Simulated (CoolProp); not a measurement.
Computed with CoolProp (reference Helmholtz-energy equation of state, Wagner 2002).

Problem. For water, give the phase and the cp (kJ/(kg K)), Joule-Thomson coefficient (K/MPa), conductivity (mW/(m K)), Prandtl number at 896.9 K and 1.88 MPa.

Solution. 
- 896.9 K and 1.88 MPa: gas; cp 2.26, Joule-Thomson coefficient 3.25, conductivity 83.5, Prandtl number 0.909

Viscosity comes from a separate model (Huber 2009). Thermal conductivity comes from a separate model (Huber 2012).
